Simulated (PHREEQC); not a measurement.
0.9 g of hydrous ferric oxide (600 m²/g; 0.2 weak and 0.005 strong sites per Fe, Dzombak-Morel constants, diffuse double layer) in 1 kg of water with 0.005 mol/kgw of an inert sodium salt and 0.13 mmol/kgw ZnSO4, 1.2 mmol/kgw NaH2PO4 and 0.014 mmol/kgw CaCl2, at 25 °C; the pH is set by adding NaOH or the inert anion's acid. O2 is buffered at 0.21 atm. The system is closed to CO2. Nothing may precipitate in this run.

Computed with PHREEQC (ion-association model, wateq4f.dat).

### Question
Predict S sorbed (%), Zn sorbed (%), P sorbed (%) at pH = 5, 5.5, 10.5.

### Answer
```csv
pH,S sorbed (%),Zn sorbed (%),P sorbed (%)
5,16.8,11.1,99.8
5.5,3.2,31.1,99.5
10.5,0.0,100.0,2.3
```

Complexes and solids missing from the database can't appear. H3PO4, which wateq4f.dat lacks, is added to it with the constant of phreeqc.dat. The database has no phosphate complexes of Zn.
